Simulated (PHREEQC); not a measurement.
Solution (76 °C): 0.0035 mol MnCl2 and 0.042 mol Ca(NO3)2 per kg of water. Closed to the air; pH follows from the charge balance.

All values are PHREEQC results (ion-association model, phreeqc.dat), not measurements.

```json
[
 {"quantity": "pH", "before": "5.94", "after": "6.82"},
 {"quantity": "MnCl+ (mol/kgw)", "before": "3.16e-5", "after": "3.54e-5"},
 {"quantity": "Mn(NO3)2 (mol/kgw)", "before": "1.41e-5", "after": "1.91e-5"},
 {"quantity": "MnOH+ (mol/kgw)", "before": "1.19e-6", "after": "1.22e-7"}
]
```

Question: What was changed between the two runs?
(A) MnCl2 from 0.0035 to 0.00175 mol/kgw
(B) 0.005 mol/kgw HBr added
(C) temperature from 76 to 15 °C
(D) Ca(NO3)2 from 0.042 to 0.084 mol/kgw
(E) Ca(NO3)2 from 0.042 to 0.0042 mol/kgw

Answer: C, temperature from 76 to 15 °C

Precipitation was switched off in this run. Constants without temperature data keep their 25 °C values here.
